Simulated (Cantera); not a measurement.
## Hydrocarbon pyrolysis for carbon deposition

An isothermal, constant-pressure homogeneous reactor starts with C₂H₄ : H₂ = 1 : 9.4 (molar parts), at 1798 K and 13300 Pa.

Model: GRI-Mech 3.0 (53 species, 325 reactions), integrated in Cantera. GRI-Mech 3.0 was tuned for natural gas; its chemistry of ethylene as a main component is partial and can be far from experiment. GRI-Mech 3.0 stops at C3 and has no aromatics, soot or wall deposition, so with more carbon than oxygen in the feed, carbon stays in small species such as C2H2 where larger ones or solid carbon would form.

| t (s) | x C₂H₄ | x H₂ | x CH₃ | x CH₂ | x CH₄ |
|---|---|---|---|---|---|
| 1.00e-6 | 0.0961 | 0.904 | 3.54e-12 | 2.22e-12 | <1e-12 |
| 6.77e-6 | 0.0960 | 0.904 | 3.02e-10 | 8.70e-11 | 1.85e-10 |
| 4.59e-5 | 0.0948 | 0.904 | 7.14e-9 | 1.28e-9 | 3.34e-8 |
| 0.000311 | 0.0858 | 0.905 | 8.35e-8 | 8.56e-9 | 2.87e-6 |
| 0.00210 | 0.0321 | 0.909 | 2.79e-7 | 9.32e-9 | 5.93e-5 |
| 0.0143 | 0.000256 | 0.912 | 1.79e-6 | 1.97e-9 | 0.000114 |
| 0.0965 | 0.000249 | 0.911 | 5.72e-6 | 7.06e-9 | 0.000278 |
| 0.654 | 0.000248 | 0.911 | 2.52e-5 | 2.91e-8 | 0.00122 |
| 4.43 | 0.000247 | 0.910 | 4.09e-5 | 4.68e-8 | 0.00199 |
| 30.0 | 0.000247 | 0.910 | 4.09e-5 | 4.68e-8 | 0.00200 |
x: mole fraction; the columns are a selection and need not sum to one.

Equilibrium at this temperature and pressure: C₂H₄ 0.000247, H₂ 0.910, CH₃ 4.09e-5, CH₂ 4.68e-8, CH₄ 0.00200 (gas phase only).
